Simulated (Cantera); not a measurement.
Charge: 1 mol c-C₄F₈, 11 mol H₂, held at 13.3 mbar.

Equilibrium computed with Cantera from the NASA thermochemical tables; the gas is ideal and each condensed phase is pure. Candidate condensed phases: C, C₆H₆, C₇H₈, C₈H₁₈; 95 gas species. The feed counts by its element totals alone. The numbers say what is thermodynamically allowed, not how fast it happens.

x: gas mole fraction; n: condensed amount in mol.

| T (K) | x HF | x H₂ | x H | x C₂H₂ (acetylene) | n C(graphite) |
|---|---|---|---|---|---|
| 925 | 0.534 | 0.466 | 1.54e-9 | 5.91e-11 | 3.99 |
| 1125 | 0.533 | 0.467 | 2.63e-7 | 1.07e-8 | 4.00 |
| 1325 | 0.533 | 0.467 | 9.67e-6 | 3.97e-7 | 4.00 |
| 1525 | 0.533 | 0.467 | 0.000140 | 5.64e-6 | 4.00 |
| 1725 | 0.533 | 0.466 | … | … | 4.00 |
| 1925 | 0.532 | 0.462 | … | … | 3.99 |
| 2125 | 0.528 | 0.450 | 0.0211 | 0.000755 | 3.98 |
| 2325 | 0.517 | 0.419 | 0.0617 | 0.00205 | 3.94 |
| 2525 | 0.494 | 0.356 | 0.145 | 0.00428 | 3.85 |

Q: Fill in the missing entries.

A: 
- 1725, x H: 0.00110
- 1725, x C₂H₂ (acetylene): 4.29e-5
- 1925, x H: 0.00563
- 1925, x C₂H₂ (acetylene): 0.000212
